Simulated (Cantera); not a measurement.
A closed system holds: 1 mol Si3N4, 0.24 mol C, 3.2 mol N2, at 2325 K and 0.133 bar.

Cantera equilibrium calculation (NASA polynomials, part measured and part estimated; ideal gas, pure solids and liquids). Candidate condensed phases: C, Si, SiC, Si3N4; 20 gas species. Mutual solubility and eutectic melting of coexisting phases are not modelled. The tables' values for SiN are old estimates; treat these amounts as uncertain. Equilibrium is a limit: real reactors are often held back by kinetics, nucleation or transport.

Base state: N2 0.989, Si 0.00870, Si2C 0.000763, Si2N 0.000424, SiN 0.000423, Si2 0.000175, Si3 3.25e-5, SiC2 3.10e-5 (mole fractions); condensed: Si(l) + SiC(s).

What changes in the equilibrium state with this change: Si3N4 replaced by AlN?


```csv
species,before,after
N2,0.989,0.913
Al,0,0.0872
Al2,0,7.19e-5
Si,0.00870,0
Si2C,0.000763,0
Si2N,0.000424,0
"Si(l), mol",2.70,0
"SiC(s), mol",0.236,0
"AlN(s), mol",0,0.678
"C(graphite), mol",0,0.240
```
Further candidate phases: Al, AlN.
